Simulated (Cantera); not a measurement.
Ammonia decomposition in nitride growth gas

An isothermal, constant-pressure homogeneous reactor starts with NH₃ : N₂ : H₂ = 1 : 0.1 : 0.0053 (molar parts), at 2100 K and 29000 Pa.

Model: the gas-phase N/H chemistry of the illustrative SiF4/NH3 mechanism in the Surface Chemkin manual (1991), integrated in Cantera. Walls and surfaces, which speed up NH3 decomposition in real reactors, are not modelled.

| t (s) | x NH₃ | x N₂ | x N | x NH₂ | x H₂ | x NH | x N₂H₄ |
|---|---|---|---|---|---|---|---|
| 7.00e-5 | 0.903 | 0.0904 | 1.79e-8 | 0.00104 | 0.00540 | 5.17e-6 | 6.64e-8 |
| 0.000202 | 0.900 | 0.0908 | 7.63e-8 | 0.00206 | 0.00755 | 1.53e-5 | 2.64e-7 |
| 0.000585 | 0.888 | 0.0932 | 1.70e-7 | 0.00224 | 0.0165 | 1.90e-5 | 3.10e-7 |
| 0.00169 | 0.855 | 0.100 | 3.86e-7 | 0.00209 | 0.0421 | 2.17e-5 | 2.70e-7 |
| 0.00489 | 0.771 | 0.119 | 8.12e-7 | 0.00182 | 0.109 | 2.51e-5 | 2.06e-7 |
| 0.0142 | 0.583 | 0.159 | 1.30e-6 | 0.00144 | 0.256 | 2.67e-5 | 1.28e-7 |
| 0.0409 | 0.296 | 0.221 | 1.66e-6 | 0.000894 | 0.482 | 2.35e-5 | 4.95e-8 |
| 0.118 | 0.0624 | 0.271 | 1.87e-6 | 0.000314 | 0.665 | 1.47e-5 | 6.12e-9 |
| 0.342 | 0.000876 | 0.284 | 1.34e-6 | 1.61e-5 | 0.711 | 2.82e-6 | 1.59e-11 |
| 0.989 | 5.54e-5 | 0.284 | 1.23e-7 | 1.15e-6 | 0.711 | 2.29e-7 | <1e-12 |
| 2.86 | 1.46e-5 | 0.284 | 3.25e-8 | 3.04e-7 | 0.711 | 6.04e-8 | <1e-12 |
| 8.27 | 4.84e-6 | 0.284 | 1.07e-8 | 1.00e-7 | 0.711 | 2.00e-8 | <1e-12 |
| 23.9 | 2.07e-6 | 0.284 | 4.59e-9 | 4.30e-8 | 0.711 | 8.54e-9 | <1e-12 |
| 69.2 | 1.60e-6 | 0.284 | 3.54e-9 | 3.31e-8 | 0.711 | 6.58e-9 | <1e-12 |
| 200 | 1.59e-6 | 0.284 | 3.52e-9 | 3.30e-8 | 0.711 | 6.54e-9 | <1e-12 |
x: mole fraction; the columns are a selection and need not sum to one.

Equilibrium at this temperature and pressure: NH₃ 1.59e-6, N₂ 0.284, N 3.52e-9, NH₂ 3.30e-8, H₂ 0.711, NH 6.54e-9, N₂H₄ <1e-12 (gas phase only).
